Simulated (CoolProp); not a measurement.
Vapour-liquid equilibrium of cyclohexane (1) + n-nonane (2) at 0.0186 MPa; x and y are mole fractions of (1).

Computed with CoolProp (multi-fluid Helmholtz-energy mixture model, Zhou 2014 and Lemmon 2006; pair parameters Bell 2016).

```tsv
x	bubble temperature, mixture model (K)	bubble temperature, Raoult's law (K)	y, mixture model	y, Raoult's law
0.05	___	360.6	___	0.332
0.2	___	341.7	___	0.745
0.35	330.5	330.1	___	0.880
0.5	322.7	322.1	0.933	0.938
0.65	___	316.1	0.966	0.969
0.8	311.6	311.4	0.986	0.986
0.95	307.5	307.5	0.997	0.997
```

Problem. Complete the blanks.

Solution. 
- 0.05, bubble temperature, mixture model (K): 360.1
- 0.05, y, mixture model: 0.340
- 0.2, bubble temperature, mixture model (K): 341.5
- 0.2, y, mixture model: 0.742
- 0.35, y, mixture model: 0.872
- 0.65, bubble temperature, mixture model (K): 316.6

The largest gap from Raoult's law is +0.6 K in bubble temperature, at x = 0.5. No azeotrope shows between x = 0.05 and 0.95.

The pair parameters rest on a limited set of measurements; away from them the model extrapolates. The gap from Raoult's law changes sign with composition, which may be real or a fault of the pair parameters; it wasn't checked against measurements.
